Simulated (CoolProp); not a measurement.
Saturation properties of cyclopentane (Tc = 238.6 °C, pc = 4.583 MPa, ω = 0.202).

The numbers come from the reference Helmholtz-energy equation of state, Gedanitz 2015 in CoolProp.

| T (°C) | p (MPa) | liquid density (kg/m³) | vapour density (kg/m³) | liquid cp (kJ/(kg K)) | surface tension (mN/m) | liquid conductivity (mW/(m K)) |
|---|---|---|---|---|---|---|
| -22.05 | 0.004393 | 785.2 | 0.1481 | 1.607 | 28.8 | 145 |
| -7.45 | 0.009813 | 771.6 | 0.3134 | 1.664 | 26.6 | 139 |
| 7.05 | 0.01980 | 757.9 | 0.6025 | 1.727 | 24.4 | 133 |
| 21.65 | 0.03705 | 743.7 | 1.078 | 1.795 | 22.3 | 128 |
| 36.25 | 0.06473 | 729.2 | 1.811 | 1.867 | 20.3 | 122 |
| 50.75 | 0.1064 | 714.3 | 2.876 | 1.942 | 18.3 | 117 |
| 65.35 | 0.1671 | 698.8 | 4.386 | 2.021 | 16.3 | 112 |
| 79.95 | 0.2517 | 682.7 | 6.447 | 2.104 | 14.5 | 107 |
| 94.45 | 0.3646 | 666.0 | 9.169 | 2.188 | 12.7 | 102 |

It boils at 49.2 °C under 1 atm.

Thermal conductivity comes from a separate model (Vassiliou 2015). Surface tension comes from a separate correlation (Mulero 2014).
